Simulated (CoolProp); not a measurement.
Model: reference Helmholtz-energy equation of state, Lemmon 2006, in CoolProp. It is a short technical equation, of lower accuracy than the large ones.

### Question
For toluene, give the phase and the viscosity (µPa s) at 620 K and 0.148 MPa; 620 K and 6.01 MPa.

### Answer
- 620 K and 0.148 MPa: gas; viscosity 14.2
- 620 K and 6.01 MPa: supercritical; viscosity 37.2

Viscosity comes from a separate model (Avgeri 2015).
